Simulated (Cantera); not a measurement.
Feed: 1 mol Pb, 0.13 mol H2, 0.29 mol N2, held at 1500 K and 61.0 mbar.

These are equilibrium values from Cantera (NASA tables, ideal gas, pure condensed phases), not measurements of a reactor. Candidate condensed phases: Pb; 11 gas species. The numbers say what is thermodynamically allowed, not how fast it happens.

Base state: N2 0.412, Pb 0.403, H2 0.185, Pb2 0.000169, H 3.06e-5 (mole fractions); condensed: Pb(l).

What changes in the equilibrium state with this change: pressure from 61.0 mbar to 27.0 Pa?


```
species       before     after
----------  --------  --------
Pb             0.403     0.704
N2             0.412     0.204
H2             0.185    0.0914
Pb2         0.000169   2.28e-6
H            3.06e-5  0.000324
Pb(l), mol     0.717         0
```
